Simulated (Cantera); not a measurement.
Cantera run:

```python
import numpy as np
import cantera as ct

gas_names = [...]  # 109 gases of nasa_gas.yaml made of C, Cl, H, Si
cond_names = """
    C(gr) C6H6(L) C7H8(L) C8H18(L),n-octa Si(cr) Si(L) SiC(b)
""".split()


# ... load() reads the species with a 1 bar reference pressure and builds the phases ...
atoms = {
    'SiHCl3': {'Si': 1, 'H': 1, 'CL': 3},
    'C3H8': {'C': 3, 'H': 8},
    'H2': {'H': 2},
}
top_T = {'C(gr)': 4500, 'SiC(b)': 3050}  # K; cautious upper limits of use, not melting points


# ... equilibrate(T, P, feed) seeds the gas with the atoms and calls Mixture.equilibrate('TP', solver="vcs", rtol=1e-11, max_steps=5000) ...
results = []
feed = {'SiHCl3': 1, 'C3H8': 0.026, 'H2': 3.5}  # mol
T = 1548.15  # K
P = 2100  # Pa
mix = equilibrate(T, P, feed)
results.append((T, P, feed, dict(zip(mix.species_names, mix.species_moles))))
print(gas.report(threshold=0.0001))
for i in range(1, mix.n_phases):
    print(f"{mix.phase(i).name:16s} {mix.phase_moles(i):12.5e} mol")
```

Result:

```
       temperature   1548.2 K
          pressure   2100 Pa
           density   0.0041211 kg/m^3
  mean mol. weight   25.26 kg/kmol
   phase of matter   gas

                          1 kg             1 kmol
                     ---------------   ---------------
          enthalpy       -2.0068e+05       -5.0692e+06  J
   internal energy       -7.1025e+05       -1.7941e+07  J
           entropy             10459        2.6419e+05  J/K
    Gibbs function       -1.6393e+07       -4.1408e+08  J
 heat capacity c_p            1481.9             37434  J/K
 heat capacity c_v            1152.8             29119  J/K

                      mass frac. Y      mole frac. X     chem. pot. / RT
                     ---------------   ---------------   ---------------
                 H        6.7974e-06        0.00017034           -11.502
               HCL           0.27937           0.19357           -38.175
                H2          0.051116           0.64048           -23.004
             SiCL2           0.60048           0.15324            -58.25
             SiCL3          0.052755         0.0099127           -84.923
             SiCL4          0.012069         0.0017946            -111.6
            SiHCL3         0.0038908        0.00072564           -96.425
     [ +102 minor]        0.00030655        0.00011355

C(gr)             0.00000e+00 mol
Si(cr)            0.00000e+00 mol
SiC(b)            7.79989e-02 mol
```

Equilibrium computed with Cantera from the NASA thermochemical tables; the gas is ideal and each condensed phase is pure. The tables' values for SiCl3, SiCl are old estimates; treat these amounts as uncertain.
